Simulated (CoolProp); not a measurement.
Sulfur hexafluoride along the isotherm 365.9 K: fugacity coefficient from the reference equation and from simpler models built on Tc = 318.7 K, pc = 3.755 MPa, ω = 0.210; each cubic takes its own stable root.

Computed with CoolProp (reference Helmholtz-energy equation of state, Guder 2009).

| p (MPa) | phase | reference |
|---|---|---|
| 0.0594 | gas | 0.9967 |
| 0.0924 | gas | 0.9948 |
| 0.144 | gas | 0.9920 |
| 0.224 | gas | 0.9875 |
| 0.349 | gas | 0.9806 |
| 0.543 | gas | 0.9699 |
| 0.846 | gas | 0.9533 |
| 1.32 | gas | 0.9276 |
| 2.05 | gas | 0.8887 |
| 3.19 | gas | 0.8294 |
| 4.97 | supercritical | 0.7405 |
| 7.74 | supercritical | 0.6165 |
| 12.1 | supercritical | 0.4946 |
| 18.8 | supercritical | 0.4177 |

### Question
How far does each simpler model (Soave-Redlich-Kwong, Peng-Robinson) lie from the reference over these 14 states: mean and median of the absolute difference, and the worst?

### Answer
- Soave-Redlich-Kwong: mean 0.8 %, median 0.1 %, worst +5.5 % at 365.9 K and 18.8 MPa
- Peng-Robinson: mean 1.7 %, median 1.0 %, worst -4.2 % at 365.9 K and 18.8 MPa
